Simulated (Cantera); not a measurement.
Charge: 1 mol C₃H₆, 0.044 mol CO₂, 0.37 mol N₂, equilibrated at 2175 °C and 100 Torr.

Method: chemical equilibrium by Gibbs-energy minimisation in Cantera with the NASA 1993 tables (ideal gas, pure condensed phases). Candidate condensed phases: C, C₆H₆, C₇H₈, C₈H₁₈, H₂O; 136 gas species. Kinetics and transport are ignored.

Base state: H₂ 0.805, N₂ 0.0948, H 0.0489, CO 0.0248, HCN 0.0171, C₂H₂ (acetylene) 0.00696, HNC 0.00189, CN 5.59e-5 (mole fractions); condensed: C(graphite).

Question: What changes in the equilibrium state with this change: C₃H₆ replaced by CH₃OH?

Answer: 
```
species            before     after
----------------  -------  --------
H₂                  0.805     0.542
CO                 0.0248     0.299
N₂                 0.0948     0.106
HCN                0.0171   7.81e-7
H₂O               7.39e-8    0.0114
H                  0.0489    0.0402
C₂H₂ (acetylene)  0.00696     <1e-9
CO₂                 <1e-9   0.00104
OH                  <1e-9  0.000165
C₂H               2.71e-5     <1e-9
C(graphite), mol     2.84         0
```
